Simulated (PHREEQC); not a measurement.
Dissolve 4.6 mmol/kgw HF, 40 mmol/kgw KF and 0.1 mmol/kgw H3PO4 at 20 °C. Closed to the air; pH follows from the charge balance.

All values are PHREEQC results (ion-association model, phreeqc.dat), not measurements.

This is a speciation only: nothing precipitates in the calculation.

Q: Order these F species by the share of F that they hold, largest first: HF2-, HF, F-.

A: F- (88 %), HF (9.0 %), HF2- (2.6 %)

The pH is 4.04 and the ionic strength 0.0401 mol/kgw.
